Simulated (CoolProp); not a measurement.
Sulfur dioxide at 298.15 K and 0.333 MPa is throttled through a valve to 0.111 MPa with no heat exchange. Each further row changes one setting.

Computed with CoolProp (reference Helmholtz-energy equation of state, Gao 2016).

```tsv
case	temperature change (K)	final density (kg/m³)
as stated	[?]	[?]
outlet pressure 0.0333 MPa	[?]	[?]
outlet pressure 0.144 MPa	[?]	[?]
```

Problem. Some entries are withheld; supply them.

Solution. 
- as stated, temperature change (K): -8.9
- as stated, final density (kg/m³): 3.02
- outlet pressure 0.0333 MPa, temperature change (K): -12.3
- outlet pressure 0.0333 MPa, final density (kg/m³): 0.903
- outlet pressure 0.144 MPa, temperature change (K): -7.5
- outlet pressure 0.144 MPa, final density (kg/m³): 3.92
